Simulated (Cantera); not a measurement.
A Cantera script and its output.

```python
import numpy as np
import cantera as ct

gas = ct.Solution("gri30.yaml")
gas.TPX = 998, 2500, {'H2': 0.025, 'O2': 1}
reactor = ct.IdealGasConstPressureReactor(gas, energy="off", clone=False)
net = ct.ReactorNet([reactor])
net.rtol, net.atol = 1e-08, 1e-18
show = ['H2', 'O2', 'H2O', 'H2O2', 'H', 'O']
times = np.geomspace(5e-05, 60, 9)

steps = ct.SolutionArray(gas, extra=["t"])
rows = []
print(f"{'t/s':>10s}{'T/K':>9s}{'P/Pa':>11s}" + "".join(f"{s:>11s}" for s in show))
for t in times:
    while net.time < t:
        t_next = net.step()
        steps.append(gas.state, t=t_next)
    rows.append([np.interp(t, steps.t, y) for y in (steps.T, steps.P, *steps(*show).X.T)])
    print(f"{t:10.3e}{rows[-1][0]:9.1f}{rows[-1][1]:11.4g}" + "".join(f"{x:11.3e}" for x in rows[-1][2:]))
rate = np.gradient(steps.T, steps.t)
print("integrator steps:", len(steps.t))
if steps.T.max() > steps.T[0] + 200:
    print(f"time of steepest temperature rise: {steps.t[rate.argmax()]:.4e} s")
gas.TPX = 998, 2500, {'H2': 0.025, 'O2': 1}
gas.equilibrate("TP")
print(f"equilibrium (TP): T = {gas.T:.1f} K  " + "  ".join(f"{s} {gas[s].X[0]:.3e}" for s in show))
```

Result:

```
       t/s      T/K       P/Pa         H2         O2        H2O       H2O2          H          O
 5.000e-05    998.0       2500  2.439e-02  9.756e-01  8.899e-13  2.356e-16  1.547e-11  5.764e-12
 2.877e-04    998.0       2500  2.439e-02  9.756e-01  8.681e-11  7.920e-15  7.312e-11  1.278e-10
 1.655e-03    998.0       2500  2.439e-02  9.756e-01  3.733e-08  3.846e-13  9.635e-09  2.737e-08
 9.521e-03    998.0       2500  7.006e-04  9.661e-01  2.230e-02  1.891e-07  2.060e-03  7.866e-03
 5.477e-02    998.0       2500  1.883e-05  9.746e-01  2.457e-02  7.331e-08  2.483e-05  6.029e-04
 3.151e-01    998.0       2500  6.355e-07  9.753e-01  2.467e-02  3.094e-08  1.972e-07  2.396e-05
 1.813e+00    998.0       2500  2.662e-08  9.753e-01  2.469e-02  6.517e-09  2.786e-09  1.388e-06
 1.043e+01    998.0       2500  2.197e-09  9.753e-01  2.469e-02  1.114e-09  9.016e-11  1.412e-07
 6.000e+01    998.0       2500  2.804e-10  9.753e-01  2.469e-02  1.904e-10  4.625e-12  1.952e-08
integrator steps: 1688
equilibrium (TP): T = 998.0 K  H2 1.310e-11  O2 9.753e-01  H2O 2.469e-02  H2O2 1.058e-11  H 4.957e-14  O 9.301e-10
```

Computed with Cantera and GRI-Mech 3.0 (53 species, 325 reactions). Radical loss at walls, strong at low pressure, is not modelled.
